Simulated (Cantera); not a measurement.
Cantera with NASA thermochemical tables; ideal gases at 1 bar, condensed phases pure. Values are per mole of reaction as written; species without (g) are pure solids or liquids, kept so even where they would boil at 1 bar.

6 H2O2(g) + 3 CuF2 = 2 O3(g) + 3 Cu(OH)2 + 6 HF(g)

```csv
T (K),ΔH° (kJ),ΔS° (J/K),ΔG° (kJ),log10 K,condensed phases
300,-268.1,206.9,-330.1,57.48,"CuF2(s), Cu(OH)2(s)"
898,(withheld),(withheld),(withheld),(withheld),"CuF2(s), Cu(OH)2(s)"
948,(withheld),(withheld),(withheld),(withheld),"CuF2(s), Cu(OH)2(s)"
998,-243.0,259.5,-502.0,26.27,"CuF2(s), Cu(OH)2(s)"
1048,-242.8,259.7,-515.0,25.67,"CuF2(s), Cu(OH)2(s)"
1098,(withheld),(withheld),(withheld),(withheld),"CuF2(s), Cu(OH)2(s)"
1148,-409.7,109.3,-535.1,24.35,"CuF2(l), Cu(OH)2(s)"
1198,(withheld),(withheld),(withheld),(withheld),"CuF2(l), Cu(OH)2(s)"
```

Task: Some entries are withheld; supply them.

Result: 
- 898, ΔH° (kJ): -244.0
- 898, ΔS° (J/K): 258.4
- 898, ΔG° (kJ): -476.1
- 898, log10 K: 27.69
- 948, ΔH° (kJ): -243.4
- 948, ΔS° (J/K): 259.1
- 948, ΔG° (kJ): -489.0
- 948, log10 K: 26.94
- 1098, ΔH° (kJ): -242.8
- 1098, ΔS° (J/K): 259.7
- 1098, ΔG° (kJ): -527.9
- 1098, log10 K: 25.12
- 1198, ΔH° (kJ): -411.2
- 1198, ΔS° (J/K): 107.9
- 1198, ΔG° (kJ): -540.5
- 1198, log10 K: 23.57
